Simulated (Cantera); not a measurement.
Feed: 1 mol C₂H₆, 1.2 mol NH₃, 0.053 mol H₂O, at 2875 K and 0.100 bar.

Method: chemical equilibrium by Gibbs-energy minimisation in Cantera with the NASA 1993 tables (ideal gas, pure condensed phases). The numbers say what is thermodynamically allowed, not how fast it happens.

```json
[
 {"species": "H₂", "before": "0.591", "after": "0.674"},
 {"species": "H", "before": "0.257", "after": "0.275"},
 {"species": "C₂H₂ (acetylene)", "before": "0.0252", "after": "0.0287"},
 {"species": "N₂", "before": "0.0744", "after": "0.000522"},
 {"species": "HCN", "before": "0.0335", "after": "0.00299"},
 {"species": "CO", "before": "0.00836", "after": "0.0145"},
 {"species": "C₂N₂", "before": "4.08e-5", "after": "2.86e-7"},
 {"species": "CN", "before": "0.00133", "after": "0.000111"},
 {"species": "HNC", "before": "0.00570", "after": "0.000510"},
 {"species": "CH₃", "before": "2.23e-5", "after": "2.72e-5"},
 {"species": "C₄H₂", "before": "0.000447", "after": "0.000510"},
 {"species": "C₂H₂ (vinylidene)", "before": "5.87e-5", "after": "6.70e-5"},
 {"species": "C(graphite), mol", "before": "1.32", "after": "1.69"}
]
```
Gas species are given as mole fractions.

Task: Name the change that produced these shifts.
(A) NH₃ from 1.2 to 0.017 mol
(B) pressure from 0.100 bar to 10.0 mbar
(C) temperature from 2875 K to 573 K
(D) temperature from 2875 K to 2548.15 K

Result: A, NH₃ from 1.2 to 0.017 mol
